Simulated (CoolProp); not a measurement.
Decamethylcyclopentasiloxane (D5) along the isobar 0.101 MPa: density (kg/m³) from the reference equation and from simpler models built on Tc = 618.3 K, pc = 1.078 MPa, ω = 0.631; each cubic takes its own stable root.

Computed with CoolProp (reference Helmholtz-energy equation of state, Thol 2019).

```json
[
 {"T (K)": "251.1", "phase": "liquid", "reference": "1005", "van der Waals": "535.3", "Soave-Redlich-Kwong": "829.7"},
 {"T (K)": "288.8", "phase": "liquid", "reference": "(withheld)", "van der Waals": "(withheld)", "Soave-Redlich-Kwong": "811.5"},
 {"T (K)": "326.6", "phase": "liquid", "reference": "923.4", "van der Waals": "501.9", "Soave-Redlich-Kwong": "790.2"},
 {"T (K)": "364.3", "phase": "liquid", "reference": "883.2", "van der Waals": "(withheld)", "Soave-Redlich-Kwong": "765.1"},
 {"T (K)": "402", "phase": "liquid", "reference": "842.0", "van der Waals": "(withheld)", "Soave-Redlich-Kwong": "735.3"},
 {"T (K)": "439.8", "phase": "liquid", "reference": "798.7", "van der Waals": "(withheld)", "Soave-Redlich-Kwong": "(withheld)"},
 {"T (K)": "477.5", "phase": "liquid", "reference": "751.9", "van der Waals": "9.968", "Soave-Redlich-Kwong": "655.0"},
 {"T (K)": "515.3", "phase": "gas", "reference": "9.405", "van der Waals": "9.149", "Soave-Redlich-Kwong": "9.363"},
 {"T (K)": "553", "phase": "gas", "reference": "(withheld)", "van der Waals": "8.462", "Soave-Redlich-Kwong": "(withheld)"}
]
```

Q: What belongs in the gaps?

A: 
- 288.8, reference: 963.8
- 288.8, van der Waals: 519.3
- 364.3, van der Waals: 482.8
- 402, van der Waals: 12.20
- 439.8, van der Waals: 10.96
- 439.8, Soave-Redlich-Kwong: 699.3
- 553, reference: 8.602
- 553, Soave-Redlich-Kwong: 8.581

At some of these states van der Waals gives the other phase, because its saturation line lies elsewhere.
